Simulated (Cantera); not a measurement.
Cantera run:

```python
import numpy as np
import cantera as ct

gas_names = [...]  # 115 gases of nasa_gas.yaml made of C, Ca, H, O
cond_names = """
    C(gr) C6H6(L) C7H8(L) C8H18(L),n-octa Ca(a) Ca(b) Ca(L) CaCO3(caL) CaO(s) CaO(L) CaO2H2(s) H2O(s)
    H2O(L)
""".split()


# ... load() reads the species with a 1 bar reference pressure and builds the phases ...
atoms = {
    'CaCO3': {'Ca': 1, 'C': 1, 'O': 3},
    'H2O': {'H': 2, 'O': 1},
    'CO2': {'C': 1, 'O': 2},
}
top_T = {'C(gr)': 4500}  # K; cautious upper limits of use, not melting points


# ... equilibrate(T, P, feed) seeds the gas with the atoms and calls Mixture.equilibrate('TP', solver="vcs", rtol=1e-11, max_steps=5000) ...
results = []
T = 1775  # K
P = 12000  # Pa
for m in [0.044, 0.066, 0.098, 0.15, 0.22, 0.33, 0.48, 0.72, 1.1, 1.6, 2.4, 3.6, 5.4]:
    feed = {'CaCO3': 1, 'H2O': m, 'CO2': 0.13}  # mol
    mix = equilibrate(T, P, feed)
    results.append((T, P, feed, dict(zip(mix.species_names, mix.species_moles))))
    x = sorted(zip(gas.X, gas.species_names), reverse=True)
    print(f"T = {T:g} K  P = {P:g} Pa  n(H2O) = {m:g} mol  gas = {mix.phase_moles(0):.4g} mol")
    print("   x: " + "  ".join(f"{s} {v:.3e}" for v, s in x if v > 0.001))
    print("   condensed (mol): " + ("  ".join(f"{mix.phase(i).name} {mix.phase_moles(i):.4g}"
          for i in range(1, mix.n_phases) if mix.phase_moles(i) > 1e-12) or "none"))
```

Output:

```
T = 1775 K  P = 12000 Pa  n(H2O) = 0.044 mol  gas = 1.178 mol
   x: CO2 9.517e-01  H2O 3.715e-02  CO 7.246e-03  O2 3.599e-03
   condensed (mol): CaO(s) 1
T = 1775 K  P = 12000 Pa  n(H2O) = 0.066 mol  gas = 1.2 mol
   x: CO2 9.342e-01  H2O 5.473e-02  CO 7.153e-03  O2 3.559e-03
   condensed (mol): CaO(s) 1
T = 1775 K  P = 12000 Pa  n(H2O) = 0.098 mol  gas = 1.233 mol
   x: CO2 9.098e-01  H2O 7.918e-02  CO 7.019e-03  O2 3.506e-03
   condensed (mol): CaO(s) 1
T = 1775 K  P = 12000 Pa  n(H2O) = 0.15 mol  gas = 1.285 mol
   x: CO2 8.728e-01  H2O 1.163e-01  CO 6.812e-03  O2 3.426e-03
   condensed (mol): CaO(s) 1
T = 1775 K  P = 12000 Pa  n(H2O) = 0.22 mol  gas = 1.355 mol
   x: CO2 8.275e-01  H2O 1.618e-01  CO 6.551e-03  O2 3.330e-03
   condensed (mol): CaO(s) 1
T = 1775 K  P = 12000 Pa  n(H2O) = 0.33 mol  gas = 1.465 mol
   x: CO2 7.651e-01  H2O 2.245e-01  CO 6.180e-03  O2 3.198e-03
   condensed (mol): CaO(s) 1
T = 1775 K  P = 12000 Pa  n(H2O) = 0.48 mol  gas = 1.615 mol
   x: CO2 6.938e-01  H2O 2.962e-01  CO 5.741e-03  O2 3.047e-03
   condensed (mol): CaO(s) 1
T = 1775 K  P = 12000 Pa  n(H2O) = 0.72 mol  gas = 1.856 mol
   x: CO2 6.037e-01  H2O 3.867e-01  CO 5.161e-03  O2 2.855e-03
   condensed (mol): CaO(s) 1
T = 1775 K  P = 12000 Pa  n(H2O) = 1.1 mol  gas = 2.237 mol
   x: CO2 5.007e-01  H2O 4.902e-01  CO 4.460e-03  O2 2.631e-03  H2 1.174e-03
   condensed (mol): CaO(s) 1
T = 1775 K  P = 12000 Pa  n(H2O) = 1.6 mol  gas = 2.738 mol
   x: H2O 5.825e-01  CO2 4.089e-01  CO 3.793e-03  O2 2.425e-03  H2 1.452e-03
   condensed (mol): CaO(s) 1
T = 1775 K  P = 12000 Pa  n(H2O) = 2.4 mol  gas = 3.539 mol
   x: H2O 6.759e-01  CO2 3.162e-01  CO 3.072e-03  O2 2.211e-03  H2 1.765e-03
   condensed (mol): CaO(s) 1
T = 1775 K  P = 12000 Pa  n(H2O) = 3.6 mol  gas = 4.742 mol
   x: H2O 7.567e-01  CO2 2.359e-01  CO 2.398e-03  H2 2.067e-03  O2 2.019e-03
   condensed (mol): CaO(s) 0.9999
T = 1775 K  P = 12000 Pa  n(H2O) = 5.4 mol  gas = 6.545 mol
   x: H2O 8.222e-01  CO2 1.708e-01  H2 2.341e-03  O2 1.859e-03  CO 1.810e-03
   condensed (mol): CaO(s) 0.9999
```

These are equilibrium values from Cantera (NASA tables, ideal gas, pure condensed phases), not measurements of a reactor.
